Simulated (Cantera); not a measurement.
Input: 1 mol Ti, 1.1 mol CO2, 130 mol H2, at 1775 K and 1 atm.

Method: chemical equilibrium by Gibbs-energy minimisation in Cantera with the NASA 1993 tables (ideal gas, pure condensed phases). Candidate condensed phases: C, C6H6, C7H8, C8H18, H2O, Ti, TiC, TiO, TiO2, Ti2O3, Ti3O5, Ti4O7; 113 gas species. Mutual solubility and eutectic melting of coexisting phases are not modelled. TiC: taken at fixed stoichiometry. Rates play no part.

Base state: H2 0.992, CO 0.00712, H 0.000286, H2O 0.000133, CH4 1.45e-5 (mole fractions); condensed: TiC(s) + Ti2O3(s).

Problem. What changes in the equilibrium state with this change: 0.4 mol O2 added?

Solution. 
```
species          before     after
-------------  --------  --------
H2                0.992     0.990
CO              0.00712   0.00838
H2O            0.000133   0.00178
CH4             1.45e-5   1.27e-6
H              0.000286  0.000286
TiC(s), mol       0.166         0
Ti2O3(s), mol     0.417         0
Ti3O5(s), mol         0     0.333
```
